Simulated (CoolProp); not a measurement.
Values from CoolProp's reference Helmholtz-energy equation of state, Lemmon 2006. It is a short technical equation, of lower accuracy than the large ones.

**Question.** For carbonyl sulfide, give the phase and the cp (kJ/(kg K)) at 87.35 °C and 0.0425 MPa; 87.35 °C and 0.755 MPa.

**Answer.** 
- 87.35 °C and 0.0425 MPa: gas; cp 0.740
- 87.35 °C and 0.755 MPa: gas; cp 0.782
